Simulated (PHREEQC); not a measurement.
Make-up at 25 °C: 0.0032 mol/kgw H3PO4, 0.00074 mol/kgw KOH and 0.00022 mol/kgw NaCl. Closed to the air; pH follows from the charge balance.

Equilibrium calculation in PHREEQC: ion-association model, phreeqc.dat.

Precipitation was switched off in this run.

Question: Estimate the pH, specific conductance.

Answer: pH 2.76; specific conductance 774 µS/cm.

Question: In which forms is P present?

Answer: H2PO4- 81 %, H3PO4 19 % of the P.
